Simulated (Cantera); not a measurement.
Input: 1 mol SiCl4, 0.045 mol HCl, 130 mol N2, at 1175 K and 1 atm.

These are equilibrium values from Cantera (NASA tables, ideal gas, pure condensed phases), not measurements of a reactor. Candidate condensed phases: NH4Cl, Si, Si3N4; 28 gas species. Equilibrium is a limit: real reactors are often held back by kinetics, nucleation or transport.

Task: What is the equilibrium state?

Result: 
| Item | Value |
|---|---|
| x(N2) | 0.992 |
| x(SiCl4) | 0.00763 |
| x(HCl) | 0.000343 |
| x(SiCl3) | 1.64e-6 |
| x(Cl) | 1.36e-6 |
| gas amount | 131.0 mol |
| log10 activity of Si(s) (absent) | -11.04 |
